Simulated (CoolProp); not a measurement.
Vapour-liquid equilibrium of n-butane (1) + R245fa (2) at 424 kPa; x and y are mole fractions of (1).

The numbers come from the multi-fluid Helmholtz-energy mixture model, Bücker 2006 and Akasaka 2015; pair parameters Bell 2016 in CoolProp.

```tsv
x	bubble temperature, mixture model (K)	bubble temperature, Raoult's law (K)	y, mixture model	y, Raoult's law
0.05	323.9	329.5	0.191	0.069
0.2	313.7	327.4	0.466	0.261
0.35	310.2	325.4	[?]	0.434
0.5	309.1	323.5	[?]	0.590
0.65	[?]	321.6	[?]	0.729
0.8	309.5	319.7	[?]	0.854
0.95	313.7	317.9	[?]	0.966
```

**Question.** Fill in the missing entries.

**Answer.** 
- 0.35, y, mixture model: 0.562
- 0.5, y, mixture model: 0.607
- 0.65, bubble temperature, mixture model (K): 308.8
- 0.65, y, mixture model: 0.643
- 0.8, y, mixture model: 0.705
- 0.95, y, mixture model: 0.875

The largest gap from Raoult's law is -15.2 K in bubble temperature, at x = 0.35. y crosses x between x = 0.5 and 0.65: the model has an azeotrope there.

The pair parameters rest on a limited set of measurements; away from them the model extrapolates. With so large a gap from Raoult's law the liquid may split in two, which this calculation doesn't test in full.
